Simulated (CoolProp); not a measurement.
Saturation properties of carbon monoxide (Tc = 132.9 K, pc = 3498 kPa, ω = 0.050).

Computed with CoolProp (reference Helmholtz-energy equation of state, Lemmon 2006). It is a short technical equation, of lower accuracy than the large ones.

```csv
T (K),p (kPa),enthalpy of vaporisation (kJ/kg),liquid cp (kJ/(kg K))
95.1,371.6,193.6,2.237
97.6,453.8,188.9,2.269
100.2,552.5,183.8,2.309
102.8,665.9,178.4,2.358
105.3,789.9,172.8,2.415
107.9,935.6,166.5,2.487
110.4,1093,160.0,2.573
113,1276,152.7,2.685
115.6,1480,144.6,2.830
118.1,1697,136.1,3.016
120.7,1946,126.1,3.285
123.3,2221,114.7,3.693
125.8,2512,101.8,4.357
```

It boils at 81.6 K under 1 atm.
